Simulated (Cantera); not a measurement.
Feed: 1 mol Ni, 0.11 mol NH₃, 29 mol H₂, held at 1775 K and 63.0 Pa.

Equilibrium computed with Cantera from the NASA thermochemical tables; the gas is ideal and each condensed phase is pure. Candidate condensed phases: Ni; 10 gas species. Rates play no part.

Base state: H₂ 0.972, Ni 0.0144, H 0.0114, N₂ 0.00184 (mole fractions); condensed: Ni(l).

What changes in the equilibrium state with this change: temperature from 1775 K to 923.15 K?


```
species      before    after
----------  -------  -------
H₂            0.972    0.998
N₂          0.00184  0.00188
H            0.0114  9.78e-9
Ni           0.0144    <1e-9
Ni(l), mol    0.570        0
Ni(s), mol        0     1.00
```

What changes in the equilibrium state with this change: pressure from 63.0 Pa to 13.3 mbar?


| species | before | after |
|---|---|---|
| H₂ | 0.972 | 0.995 |
| H | 0.0114 | 0.00250 |
| N₂ | 0.00184 | 0.00188 |
| Ni | 0.0144 | 0.000681 |
| Ni(l), mol | 0.570 | 0.980 |
